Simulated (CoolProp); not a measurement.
Vapour-liquid equilibrium of propane (1) + n-pentane (2) at 81.1 kPa; x and y are mole fractions of (1).

Values from CoolProp's multi-fluid Helmholtz-energy mixture model, Lemmon 2009 and Thol 2019; pair parameters Kunz 2012.

```csv
x,"bubble temperature, mixture model (K)","bubble temperature, Raoult's law (K)","y, mixture model","y, Raoult's law"
0.05,286.4,288.3,0.483,0.453
0.2,259.4,263.1,0.869,0.850
0.35,…,250.0,0.943,0.939
0.5,239.8,241.6,0.970,0.971
0.65,…,235.5,0.984,0.986
0.8,…,230.9,…,0.994
0.95,227.2,227.2,…,0.999
```

Q: What belongs in the gaps?

A: 
- 0.35, bubble temperature, mixture model (K): 247.1
- 0.65, bubble temperature, mixture model (K): 234.7
- 0.8, bubble temperature, mixture model (K): 230.6
- 0.8, y, mixture model: 0.992
- 0.95, y, mixture model: 0.998

The largest gap from Raoult's law is -3.7 K in bubble temperature, at x = 0.2. No azeotrope shows between x = 0.05 and 0.95.

Pair parameters are fitted to limited data, so mixtures are less certain than the pure fluids.
